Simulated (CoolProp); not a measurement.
Properties of CH3F (R41) along the isotherm 377.4 K.

Values from CoolProp's reference Helmholtz-energy equation of state, Lemmon 2006. It is a short technical equation, of lower accuracy than the large ones.

| p (MPa) | phase | Z | cv (kJ/(kg K)) | Joule-Thomson coefficient (K/MPa) | isothermal compressibility (1/MPa) | fugacity coefficient |
|---|---|---|---|---|---|---|
| 2.68 | gas | 0.8973 | 1.067 | 8.859 | 0.4167 | 0.9033 |
| 5.37 | gas | 0.7899 | 1.137 | 8.206 | 0.2377 | 0.8140 |
| 8.05 | supercritical | 0.6801 | 1.211 | 7.217 | 0.1842 | 0.7323 |
| 10.7 | supercritical | 0.5776 | 1.274 | 5.802 | 0.1540 | 0.6591 |
| 13.4 | supercritical | 0.5041 | 1.301 | 4.097 | 0.1103 | 0.5941 |
| 16.1 | supercritical | 0.4797 | 1.292 | 2.708 | 0.06542 | 0.5408 |
| 18.8 | supercritical | 0.4876 | 1.277 | 1.844 | 0.04014 | 0.4991 |
| 21.5 | supercritical | 0.5101 | 1.266 | 1.321 | 0.02731 | 0.4666 |
| 24.2 | supercritical | 0.5389 | 1.259 | 0.9839 | 0.02020 | 0.4410 |
| 26.8 | supercritical | 0.5696 | 1.255 | 0.7584 | 0.01597 | 0.4214 |
| 29.5 | supercritical | 0.6031 | 1.252 | 0.5867 | 0.01304 | 0.4050 |
